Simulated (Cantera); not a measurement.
Thermodynamics of silicates and aluminates, feed SiO₂ + Al₂O₃ + N₂

Charge: 1 mol SiO₂, 0.14 mol Al₂O₃, 0.39 mol N₂, at 0.100 bar.

Method: chemical equilibrium by Gibbs-energy minimisation in Cantera with the NASA 1993 tables (ideal gas, pure condensed phases). Candidate condensed phases: Al, AlN, Al₂O₃, Al₂SiO₅, Al₆Si₂O₁₃, Si, SiO₂, Si₂N₂O, Si₃N₄; 23 gas species. Mutual solubility and eutectic melting of coexisting phases are not modelled. The tables hold silica as quartz up to 1696 K and as liquid above; real silica turns to tridymite and cristobalite and melts near 1996 K. Condensed phases not in the tables: alloys, solid solutions and most ternary compounds. Equilibrium is a limit: real reactors are often held back by kinetics, nucleation or transport.

From 1000 °C to 1400 °C the condensed part is Al₆Si₂O₁₃(mullite) + SiO₂(β-quartz). From 1450 °C to 1550 °C the condensed part is Al₆Si₂O₁₃(mullite) + SiO₂(condensed).

```csv
T (°C),log p N₂,log p SiO,log p NO,log p O₂,log p O,log p SiO₂,n Al₆Si₂O₁₃(mullite),n SiO₂(β-quartz),n SiO₂(condensed)
1000,-1.00,-11.50,-11.50,<-13,<-13,<-13,0.0467,0.907,0
1050,-1.00,-10.82,-10.82,<-13,<-13,<-13,0.0467,0.907,0
1100,-1.00,-10.18,-10.18,<-13,<-13,<-13,0.0467,0.907,0
1150,-1.00,-9.59,-9.59,-12.79,-12.27,-12.79,0.0467,0.907,0
1200,-1.00,-9.04,-9.04,-11.92,-11.51,-12.05,0.0467,0.907,0
1250,-1.00,-8.52,-8.53,-11.10,-10.81,-11.36,0.0467,0.907,0
1300,-1.00,-8.04,-8.05,-10.35,-10.15,-10.72,0.0467,0.907,0
1350,-1.00,-7.59,-7.60,-9.64,-9.54,-10.11,0.0467,0.907,0
1400,-1.00,-7.16,-7.18,-8.97,-8.96,-9.54,0.0467,0.907,0
1450,-1.00,-6.76,-6.79,-8.36,-8.42,-9.02,0.0467,0,0.907
1500,-1.00,-6.38,-6.43,-7.79,-7.92,-8.52,0.0467,0,0.907
1550,-1.00,-6.01,-6.09,-7.26,-7.45,-8.05,0.0467,0,0.907
```
log p: log10 of the partial pressure in bar; n: condensed amount in mol.
